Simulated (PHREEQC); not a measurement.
1.1 g of hydrous ferric oxide (600 m²/g; 0.2 weak and 0.005 strong sites per Fe, Dzombak-Morel constants, diffuse double layer) in 1 kg of water with 0.05 mol/kgw of an inert sodium salt and 3.8e-06 mol NaH2PO4, at 25 °C; the pH is set by adding NaOH or the inert anion's acid. O2 is buffered at 0.21 atm. No CO2 enters from the air. Precipitation was switched off in this run.

Base run: PHREEQC, ion-association model, wateq4f.dat. Each further column changes one thing. The table gives surface charge σ (C/m²).

```tsv
pH	base	background salt from 0.05 to 0.005 mol/kgw	oxide from 1.1 to 5.5 g/kgw	0.002 mol/kgw Ag2SO4 added
3	0.357	0.308	0.358	0.067
3.67	0.323	0.227	0.326	…
5	0.181	0.092	0.183	0.058
5.67	0.115	…	0.116	…
6.33	0.067	0.027	0.068	0.036
7.67	0.012	0.004	0.012	…
8.33	-0.006	-0.002	-0.006	…
9	-0.026	-0.009	-0.026	-0.015
10.33	-0.097	…	-0.098	-0.018
11	-0.159	-0.082	-0.161	-0.019
```

**Question.** What belongs in the gaps?

**Answer.** 
- 3.67, 0.002 mol/kgw Ag2SO4 added: 0.066
- 5.67, background salt from 0.05 to 0.005 mol/kgw: 0.052
- 5.67, 0.002 mol/kgw Ag2SO4 added: 0.048
- 7.67, 0.002 mol/kgw Ag2SO4 added: 0.010
- 8.33, 0.002 mol/kgw Ag2SO4 added: -0.005
- 10.33, background salt from 0.05 to 0.005 mol/kgw: -0.043

H3PO4, which wateq4f.dat lacks, is added to it with the constant of phreeqc.dat. The oxide is taken as insoluble; below pH 4 it would dissolve. In at least one series the solution becomes supersaturated in solids that the run did not let form, among them Ag2O, Ag3PO4. The database has no phosphate complexes of Ag.
